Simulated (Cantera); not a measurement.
Charge: 1 mol Zr, 9.7 mol N2O, 93 mol H2, held at 0.00555 Torr.

Method: chemical equilibrium by Gibbs-energy minimisation in Cantera with the NASA 1993 tables (ideal gas, pure condensed phases). Candidate condensed phases: H2O, Zr, ZrN, ZrO2; 28 gas species. Rates play no part.

x: gas mole fraction; n: condensed amount in mol.

```csv
T (°C),x H,x H2,x N2,x H2O,x O,x OH,n ZrO2(tetragonal)
1375,0.0293,0.804,0.0931,0.0737,3.60e-6,…,1.00
1425,0.0472,0.787,0.0922,0.0730,1.08e-5,…,1.00
1475,0.0734,0.763,0.0910,0.0718,3.05e-5,…,1.000
1525,0.111,0.729,0.0892,0.0700,8.19e-5,…,1.000
1575,0.161,0.683,0.0868,0.0675,0.000210,…,1.000
1625,0.227,0.623,0.0836,0.0639,0.000520,…,1.000
1675,0.308,0.549,0.0796,0.0589,0.00124,…,1.000
1725,0.402,0.464,0.0750,0.0519,0.00283,…,0.999
1775,0.502,0.373,0.0698,0.0424,0.00607,…,0.998
1825,0.602,0.283,0.0644,0.0306,0.0117,0.00771,0.994
1875,0.691,0.203,0.0595,0.0183,0.0192,0.00803,0.981
1925,0.762,0.139,0.0554,0.00903,0.0265,…,0.946
1975,0.814,0.0909,0.0525,0.00381,0.0316,…,0.848
```

Q: Complete the blanks.

A: 
- 1375, x OH: 0.000121
- 1425, x OH: 0.000225
- 1475, x OH: 0.000402
- 1525, x OH: 0.000697
- 1575, x OH: 0.00117
- 1625, x OH: 0.00190
- 1675, x OH: 0.00298
- 1725, x OH: 0.00447
- 1775, x OH: 0.00623
- 1925, x OH: 0.00691
- 1975, x OH: 0.00512
